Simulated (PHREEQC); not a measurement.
Model water analysis in mg/kgw, 25 °C, pH 3.6, pe 10.3: Na 126; K 2.55; Ca 38.5; Mg 11.1; Cl 34.1; S(6) as SO4 383; Zn 0.3; O(0) (dissolved oxygen) 0.504; Cu(2) 4.97; Cd 7.67.

Valence states are taken as typed.

Equilibrium calculation in PHREEQC: ion-association model, phreeqc.dat.

**Question.** The ionic strength comes out as 0.0129 mol/kgw. What activity coefficients do Cd+2, SO4-2, Cl-, KSO4-, Mg+2 get?

**Answer.** Cd+2 0.63, SO4-2 0.64, Cl- 0.89, KSO4- 0.90, Mg+2 0.65.

No solid was allowed to form. Complexes and solids missing from the database can't appear.
